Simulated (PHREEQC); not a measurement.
Solution (25 °C): 0.0065 mol Al(NO3)3 and 0.061 mol MnCl2 per kg of water. Closed to the air; pH follows from the charge balance.

All values are PHREEQC results (ion-association model, wateq4f.dat), not measurements.

The pH comes out as 3.83 and the ionic strength is 0.206 mol/kgw.

```csv
species,molality,activity,log γ
Cl-,0.114,0.0808,-0.149
Mn+2,0.0531,0.0172,-0.488
NO3-,0.0195,0.0135,-0.160
MnCl+,0.00770,0.00568,-0.133
Al+3,0.00632,0.000815,-0.889
MnCl2,0.000191,0.000200,0.021
H+,0.000186,0.000148,-0.099
AlOH+2,0.000178,5.46e-5,-0.513
Mn(NO3)2,1.19e-5,1.25e-5,0.021
MnCl3-,6.05e-6,4.46e-6,-0.133
Al(OH)2+,3.88e-6,2.89e-6,-0.128
MnOH+,4.05e-9,2.99e-9,-0.133
Al(OH)3,2.73e-9,2.87e-9,0.021
```

Precipitation was switched off in this run. Examples of supersaturated solids here: Gibbsite (slow to form). Others may be too. Complexes and solids missing from the database can't appear.
